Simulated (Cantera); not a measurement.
MgCO₃ + O₂ + H₂S (roasting and sulfation)

Charge: 1 mol MgCO₃, 1.8 mol O₂, 0.22 mol H₂S, held at 975 K and 1.00 bar.

Method: chemical equilibrium by Gibbs-energy minimisation in Cantera with the NASA 1993 tables (ideal gas, pure condensed phases). Candidate condensed phases: C, C₆H₆, C₇H₈, C₈H₁₈, H₂O, H₂SO₄, Mg, MgCO₃, MgO, Mg(OH)₂, MgS, MgSO₄, S; 130 gas species. Equilibrium is a limit: real reactors are often held back by kinetics, nucleation or transport.

x(O₂): 0.527
x(CO₂): 0.388
x(H₂O): 0.0853
x(SO₃): 2.16e-6
x(SO₂): 1.22e-6
n(MgO(s)): 0.780 mol
n(MgSO₄(s)): 0.220 mol
gas amount: 2.580 mol
log10 activity of MgCO₃(s) (absent): -3.05
log10 activity of H₂SO₄(l) (absent): -10.37
log10 activity of C(graphite) (absent): -21.34
